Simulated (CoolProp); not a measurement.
CH3F (R41) along the isotherm 362.6 K: fugacity coefficient from the reference equation and from simpler models built on Tc = 317.3 K, pc = 5.906 MPa, ω = 0.200; each cubic takes its own stable root.

Values from CoolProp's reference Helmholtz-energy equation of state, Lemmon 2006. It is a short technical equation, of lower accuracy than the large ones.

```
p (MPa)          phase  reference
-------  -------------  ---------
2.11               gas     0.9123
4.22               gas     0.8302
6.33     supercritical     0.7531
8.44     supercritical     0.6810
10.5     supercritical     0.6160
12.7     supercritical     0.5553
14.8     supercritical     0.5081
16.9     supercritical     0.4706
19       supercritical     0.4406
21.1     supercritical     0.4165
23.2     supercritical     0.3967
25.3     supercritical     0.3804
27.4     supercritical     0.3668
29.5     supercritical     0.3554
```

**Question.** How far does each simpler model (van der Waals, Peng-Robinson) lie from the reference over these 14 states: mean and median of the absolute difference, and the worst?

**Answer.** 
- van der Waals: mean 7.7 %, median 5.3 %, worst +19.5 % at 362.6 K and 29.5 MPa
- Peng-Robinson: mean 4.9 %, median 4.9 %, worst +10.6 % at 362.6 K and 29.5 MPa
